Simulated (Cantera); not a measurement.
**Adiabatic ignition**

An adiabatic, constant-volume homogeneous reactor starts with 6.28 % CH₄, 0.879 % C₂H₆, 0.628 % C₃H₈, 19.3 % O₂, 72.9 % N₂, equivalence ratio 0.97, at 1575 K and 413 Torr.

Detailed kinetics in Cantera: GRI-Mech 3.0 (53 species, 325 reactions).

| t (s) | T (K) | P (bar) | x CH₄ | x C₂H₆ | x C₃H₈ | x C₂H | x O₂ | x H₂O₂ | x H |
|---|---|---|---|---|---|---|---|---|---|
| 5.00e-6 | 1572 | 0.549 | 0.0627 | 0.00869 | 0.00610 | <1e-12 | 0.193 | 3.04e-7 | 1.10e-5 |
| 1.95e-5 | 1567 | 0.548 | 0.0621 | 0.00823 | 0.00545 | 1.60e-11 | 0.193 | 3.88e-6 | 2.92e-5 |
| 7.58e-5 | 1637 | 0.580 | 0.0521 | 0.00461 | 0.00167 | 2.03e-8 | 0.178 | 2.12e-5 | 0.000192 |
| 0.000295 | 2857 | 1.07 | <1e-12 | <1e-12 | <1e-12 | <1e-12 | 0.0303 | 2.90e-7 | 0.0156 |
| 0.00115 | 2867 | 1.07 | <1e-12 | <1e-12 | <1e-12 | <1e-12 | 0.0270 | 2.97e-7 | 0.0144 |
| 0.00447 | 2864 | 1.07 | <1e-12 | <1e-12 | <1e-12 | <1e-12 | 0.0260 | 2.91e-7 | 0.0143 |
| 0.0174 | 2864 | 1.07 | <1e-12 | <1e-12 | <1e-12 | <1e-12 | 0.0260 | 2.91e-7 | 0.0143 |
| 0.0678 | 2864 | 1.07 | <1e-12 | <1e-12 | <1e-12 | <1e-12 | 0.0260 | 2.91e-7 | 0.0143 |
| 0.264 | 2864 | 1.07 | <1e-12 | <1e-12 | <1e-12 | <1e-12 | 0.0260 | 2.91e-7 | 0.0143 |
| 1.03 | 2864 | 1.07 | <1e-12 | <1e-12 | <1e-12 | <1e-12 | 0.0260 | 2.91e-7 | 0.0143 |
| 4.00 | 2864 | 1.07 | <1e-12 | <1e-12 | <1e-12 | <1e-12 | 0.0260 | 2.91e-7 | 0.0143 |
x: mole fraction; the columns are a selection and need not sum to one.

```json
{
  "time_of_steepest_temperature_rise": "0.110 ms",
  "temperature at 4.00 s": "2864 K",
  "equilibrium_temperature": "2864 K",
  "x(CH₄) at 4.00 s": "<1e-12 (gas-phase equilibrium <1e-12)",
  "x(C₂H₆) at 4.00 s": "<1e-12 (gas-phase equilibrium <1e-12)",
  "x(C₃H₈) at 4.00 s": "<1e-12 (gas-phase equilibrium <1e-12)"
}
```
